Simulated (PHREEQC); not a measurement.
Brackish or sea water: speciation

Model water analysis in mmol/kgw, 16 °C, pH 6.79:

| constituent | mmol/kgw |
|---|---|
| Na | 219 |
| K | 2.11 |
| Ca | 4.24 |
| Mg | 41.8 |
| Cl | 250 |
| S(6) | 26.4 |
| Alkalinity (meq/kgw) | 0.000924 |
| Sr | 0.256 |

Valence states are taken as typed.

Computed with PHREEQC (Pitzer model, pitzer.dat).

No solid was allowed to form.

**Question.** Predict the activity of water, specific conductance.

**Answer.** activity of water 0.991; specific conductance 21900 µS/cm.

**Question.** In which forms is C present?

**Answer.** HCO3- 79 %, CO2 21 % of the C.
